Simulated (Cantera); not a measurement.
Source: NASA polynomial tables (part measured, part estimated), evaluated in Cantera. Values are per mole of reaction as written; species without (g) are pure solids or liquids, kept so even where they would boil at 1 bar.

6 Cl(g) + Si3N4 → 2 N2(g) + 3 SiCl2(g)

| T (K) | ΔH° (kJ) | ΔS° (J/K) | ΔG° (kJ) | log10 K |
|---|---|---|---|---|
| 300 | -488.9 | 123.0 | -525.8 | 91.55 |
| 1573 | -551.4 | 52.9 | -634.6 | 21.07 |
| 1673 | -558.1 | 48.8 | -639.7 | 19.97 |
| 1773 | (withheld) | (withheld) | (withheld) | (withheld) |
| 1873 | (withheld) | (withheld) | (withheld) | (withheld) |
| 1973 | -578.2 | 37.7 | -652.6 | 17.28 |
| 2073 | -584.9 | 34.4 | -656.2 | 16.53 |
| 2173 | -591.6 | 31.2 | -659.5 | 15.85 |
| 2273 | (withheld) | (withheld) | (withheld) | (withheld) |
| 2373 | -605.0 | 25.4 | -665.1 | 14.64 |

Fill in the missing entries.


- 1773, ΔH° (kJ): -564.8
- 1773, ΔS° (J/K): 44.9
- 1773, ΔG° (kJ): -644.4
- 1773, log10 K: 18.98
- 1873, ΔH° (kJ): -571.5
- 1873, ΔS° (J/K): 41.2
- 1873, ΔG° (kJ): -648.7
- 1873, log10 K: 18.09
- 2273, ΔH° (kJ): -598.3
- 2273, ΔS° (J/K): 28.2
- 2273, ΔG° (kJ): -662.5
- 2273, log10 K: 15.22
